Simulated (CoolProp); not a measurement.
Ethane along the isobar 985 kPa: density (kg/m³) from the reference equation and from simpler models built on Tc = 32.2 °C, pc = 4872 kPa, ω = 0.099; each cubic takes its own stable root.

The numbers come from the reference Helmholtz-energy equation of state, Bücker 2006 in CoolProp.

```tsv
T (°C)	phase	reference	ideal gas	van der Waals	Redlich-Kwong	Soave-Redlich-Kwong	Peng-Robinson
-19.05	gas	16.22	14.02	15.61	16.09	16.14	16.31
-9.55	gas	15.33	13.51	14.90	15.26	15.30	15.45
-0.05	gas	14.57	13.04	14.25	14.53	14.56	14.69
9.45	gas	13.90	12.61	13.66	13.88	13.90	14.02
18.95	gas	13.30	12.20	13.13	13.30	13.31	13.42
28.55	gas	12.76	___	12.63	12.76	12.77	12.87
38.05	gas	12.27	11.45	___	12.28	12.28	12.38
47.55	gas	11.83	11.11	11.76	11.84	11.83	11.93
57.05	gas	11.42	10.79	11.38	11.44	11.42	11.51
66.55	gas	11.04	10.49	11.01	11.06	11.04	11.12
76.15	gas	10.69	10.20	10.67	10.71	10.69	___
85.65	gas	10.36	9.928	10.36	10.38	10.36	10.43
```

### Question
Fill in the missing entries.

### Answer

- 28.55, ideal gas: 11.81
- 38.05, van der Waals: 12.18
- 76.15, Peng-Robinson: 10.76
